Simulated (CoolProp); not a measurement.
A single-stage vapour-compression cycle with the fluid: evaporating at 206.15 K (dew point), condensing at 269.15 K (bubble point), superheat 2 K, subcooling 0 K, compressor efficiency 0.7, no pressure losses. The same conditions are run with several fluids, on thermodynamics alone (safety and materials aside).

Model: reference Helmholtz-energy equation of state of each fluid (R115: Lemmon 2016; propylene: Lemmon 2013; CH3F (R41): Lemmon 2006; ethylene: Smukala 2000; carbonyl sulfide: Lemmon 2006; ethane: Bücker 2006), in CoolProp.

Problem. Rank R115, propylene, CH3F (R41), ethylene, carbonyl sulfide, ethane by cooling COP, highest first.

Solution. propylene (1.77), carbonyl sulfide (1.76), CH3F (R41) (1.61), R115 (1.59), ethane (1.54), ethylene (1.30)

```tsv
fluid	pressure ratio	discharge temperature (K)	refrigerating effect (kJ/kg)	volumetric capacity (kJ/m³)
R115	16.2	289.1	76.8	167
propylene	13.6	339.3	320	302
CH3F (R41)	10.0	397.9	332	1260
ethylene	6.43	346.9	229	2420
carbonyl sulfide	13.3	412.7	245	373
ethane	7.61	333.8	281	1490
```
